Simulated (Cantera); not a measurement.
Charge: 1 mol MgO, 0.035 mol N2, held at 2650 °C and 10000 Pa.

These are equilibrium values from Cantera (NASA tables, ideal gas, pure condensed phases), not measurements of a reactor. Candidate condensed phases: Mg, MgO; 13 gas species. The numbers say what is thermodynamically allowed, not how fast it happens.

**Question.** What is the equilibrium state?

**Answer.** 
```json
{
  "x(N2)": "0.369",
  "x(Mg)": "0.351",
  "x(O2)": "0.118",
  "x(O)": "0.0937",
  "x(MgO)": "0.0464",
  "x(NO)": "0.0222",
  "x(MgN)": "1.74e-5",
  "x(N)": "1.61e-5",
  "x(NO2)": "3.23e-6",
  "n(MgO(s))": "0.963 mol",
  "gas_amount": "0.09209 mol",
  "log10 activity of Mg(l) (absent)": "-3.91"
}
```
